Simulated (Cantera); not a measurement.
A Cantera script and what it prints.

```python
import numpy as np
import cantera as ct

gas_names = """
    Cu CuF CuF2 CuO Cu2 F FO FO2 F2 F2O H HF HNO HNO2 HNO3 HOF HO2 H2 H2F2 H2O H2O2 H3F3 H4F4 H5F5 H6F6
    H7F7 N NF NF2 NF3 NH NH2 NH3 NH2OH NO NO2 NO3 N2 N2H2 N2H4 N2O O OH O2 O3
""".split()
cond_names = """
    Cu(cr) Cu(L) CuF2(s) CuF2(L) CuO(s) CuO2H2(s) Cu2O(s) Cu2O(L) H2O(s) H2O(L)
""".split()


def load(file, names, dense=False):
    # The tables refer to 1 bar. Condensed volumes are neglected.
    table = {s.name: s for s in ct.Species.list_from_file(file)}
    out = []
    for n in names:
        d = dict(table[n].input_data)
        d["thermo"] = dict(d["thermo"], **{"reference-pressure": 1e5})
        if dense:
            d["equation-of-state"] = {"model": "constant-volume", "density": "1e6 g/cm^3"}
        out.append(ct.Species.from_dict(d))
    return out


gas = ct.Solution(thermo="ideal-gas", species=load("nasa_gas.yaml", gas_names))
cond = {s.name: ct.Solution(thermo="fixed-stoichiometry", species=[s], name=s.name)
        for s in load("nasa_condensed.yaml", cond_names, dense=True)}
atoms = {
    'CuO': {'Cu': 1, 'O': 1},
    'HF': {'H': 1, 'F': 1},
    'N2': {'N': 2},
}
top_T = {'CuO(s)': 1390}  # K; cautious upper limits of use, not melting points


def equilibrate(T, P, feed):
    n = {}
    for name, mol in feed.items():
        for a, k in atoms[name].items():
            n[a] = n.get(a, 0.0) + k * mol
    gas.TPX = T, P, n
    mass = sum(n.values()) * gas.mean_molecular_weight
    gas.equilibrate("TP")
    valid = [c for c in cond.values() if c.min_temp <= T <= top_T.get(c.name, c.max_temp)]
    mix = ct.Mixture([(gas, mass / gas.mean_molecular_weight)] + [(c, 0.0) for c in valid])
    mix.T, mix.P = T, P
    mix.equilibrate("TP", solver="vcs", rtol=1e-11, max_steps=5000)
    return mix


results = []
feed = {'CuO': 1, 'HF': 3.2, 'N2': 1.1}  # mol
T = 898  # K
for P in [1, 4.2, 18, 75, 320, 1300, 5600, 24000, 100000]:
    mix = equilibrate(T, P, feed)
    results.append((T, P, feed, dict(zip(mix.species_names, mix.species_moles))))
    x = sorted(zip(gas.X, gas.species_names), reverse=True)
    print(f"T = {T:g} K  P = {P:g} Pa  gas = {mix.phase_moles(0):.4g} mol")
    print("   x: " + "  ".join(f"{s} {v:.3e}" for v, s in x if v > 1e-06))
    print("   condensed (mol): " + ("  ".join(f"{mix.phase(i).name} {mix.phase_moles(i):.4g}"
          for i in range(1, mix.n_phases) if mix.phase_moles(i) > 1e-12) or "none"))
```

It prints:

```
T = 898 K  P = 1 Pa  gas = 4.55 mol
   x: HF 7.030e-01  N2 2.417e-01  O2 5.493e-02  CuF 1.926e-04  H2O 1.142e-04  CuF2 1.785e-05  NO 2.542e-06
   condensed (mol): Cu2O(s) 0.4995
T = 898 K  P = 4.2 Pa  gas = 4.55 mol
   x: HF 7.031e-01  N2 2.417e-01  O2 5.493e-02  CuF 1.076e-04  H2O 8.723e-05  CuF2 3.346e-05  NO 2.542e-06
   condensed (mol): Cu2O(s) 0.4997
T = 898 K  P = 18 Pa  gas = 4.381 mol
   x: HF 7.303e-01  N2 2.511e-01  O2 1.848e-02  H2O 7.506e-05  CuF 5.818e-05  CuF2 4.597e-05  NO 1.503e-06
   condensed (mol): CuO(s) 0.6759  Cu2O(s) 0.1618
T = 898 K  P = 75 Pa  gas = 4.319 mol
   x: HF 7.407e-01  N2 2.547e-01  O2 4.436e-03  H2O 6.768e-05  CuF2 5.246e-05  CuF 3.044e-05
   condensed (mol): CuO(s) 0.9231  Cu2O(s) 0.03826
T = 898 K  P = 320 Pa  gas = 4.305 mol
   x: HF 7.433e-01  N2 2.555e-01  O2 1.040e-03  H2O 6.372e-05  CuF2 5.610e-05  CuF 1.524e-05
   condensed (mol): CuO(s) 0.9819  Cu2O(s) 0.008919
T = 898 K  P = 1300 Pa  gas = 4.301 mol
   x: HF 7.438e-01  N2 2.558e-01  O2 2.559e-04  H2O 1.256e-04  CuF2 2.851e-05  CuF 5.391e-06
   condensed (mol): CuF2(s) 0.0004058  CuO(s) 0.9951  Cu2O(s) 0.00219
T = 898 K  P = 5600 Pa  gas = 4.298 mol
   x: HF 7.435e-01  N2 2.559e-01  H2O 5.403e-04  O2 5.941e-05  CuF2 6.618e-06  H2F2 1.817e-06  CuF 1.251e-06
   condensed (mol): CuF2(s) 0.002291  CuO(s) 0.9967  Cu2O(s) 0.0005084
T = 898 K  P = 24000 Pa  gas = 4.29 mol
   x: HF 7.413e-01  N2 2.564e-01  H2O 2.302e-03  O2 1.386e-05  H2F2 7.740e-06  CuF2 1.544e-06
   condensed (mol): CuF2(s) 0.009869  CuO(s) 0.9899  Cu2O(s) 0.0001185
T = 898 K  P = 100000 Pa  gas = 4.26 mol
   x: HF 7.324e-01  N2 2.582e-01  H2O 9.364e-03  H2F2 3.148e-05  O2 3.327e-06
   condensed (mol): CuF2(s) 0.03989  CuO(s) 0.9601  Cu2O(s) 2.828e-05
```

Cantera equilibrium calculation (NASA polynomials, part measured and part estimated; ideal gas, pure solids and liquids).
